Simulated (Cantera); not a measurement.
A closed system holds: 1 mol CF₄, 0.05 mol F₂, 0.2 mol H₂, equilibrated at 1.00 Torr.

Cantera equilibrium calculation (NASA polynomials, part measured and part estimated; ideal gas, pure solids and liquids). Candidate condensed phases: C, C₆H₆, C₇H₈, C₈H₁₈; 95 gas species. Gases not in the tables: C₂F₆ and larger saturated fluorocarbons. Kinetics and transport are ignored.

Q: What share of the C ends up in condensed phases as a function of T (K), at 2023, 2098, 2173, 2248, 2323, 2398, 2473, 2548, 2623, 2698, 2773?

A: 
| T (K) | C condensed (%) | as |
|---|---|---|
| 2023 | 0.0 | - |
| 2098 | 0.0 | - |
| 2173 | 0.0 | - |
| 2248 | 0.4 | C(graphite) |
| 2323 | 18.8 | C(graphite) |
| 2398 | 37.1 | C(graphite) |
| 2473 | 51.6 | C(graphite) |
| 2548 | 60.9 | C(graphite) |
| 2623 | 64.4 | C(graphite) |
| 2698 | 60.9 | C(graphite) |
| 2773 | 45.5 | C(graphite) |
